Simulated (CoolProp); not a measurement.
Vapour-liquid equilibrium of methanol (1) + water (2) at 430 kPa; x and y are mole fractions of (1).

The numbers come from the multi-fluid Helmholtz-energy mixture model, de Reuck 1993 and Wagner 2002; pair parameters Bell 2016 in CoolProp.

Problem. Give the bubble temperature and the first vapour's composition at x = 0.35, 0.575, 0.875. Is there an azeotrope?

Solution. x = 0.35: 396.6 K, y = 0.633; x = 0.575: 389.1 K, y = 0.791; x = 0.875: 382.0 K, y = 0.942. No azeotrope shows between x = 0.05 and 0.95.

Pair parameters are fitted to limited data, so mixtures are less certain than the pure fluids.
